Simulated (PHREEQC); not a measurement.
0.042 g of hydrous ferric oxide (600 m²/g; 0.2 weak and 0.005 strong sites per Fe, Dzombak-Morel constants, diffuse double layer) in 1 kg of water with 0.005 mol/kgw of an inert sodium salt, at 25 °C; the pH is set by adding NaOH or the inert anion's acid. Oxygen is held at 0.21 atm. No CO2 enters from the air. Nothing may precipitate in this run.

Base run: PHREEQC, ion-association model, wateq4f.dat. Each further column changes one thing. The table gives surface charge σ (C/m²).

```tsv
pH	base	background salt from 0.005 to 0.0005 mol/kgw	oxide from 0.042 to 0.21 g/kgw	9.6e-06 mol/kgw MgCl2 added
4	0.182	0.097	0.183	0.183
4.38	0.142	0.069	0.143	0.143
5.12	0.082	0.034	0.082	0.082
5.5	0.059	0.023	0.060	0.060
5.88	0.042	0.016	0.042	0.042
6.62	0.020	0.007	0.020	0.020
7	0.013	0.004	0.013	0.013
7.38	0.007	0.002	0.007	0.007
8.12	0.000	0.000	0.000	0.000
8.5	-0.004	-0.001	-0.004	-0.003
8.88	-0.008	-0.003	-0.008	-0.006
9.62	-0.020	-0.007	-0.020	-0.016
10	-0.030	-0.012	-0.030	-0.025
```
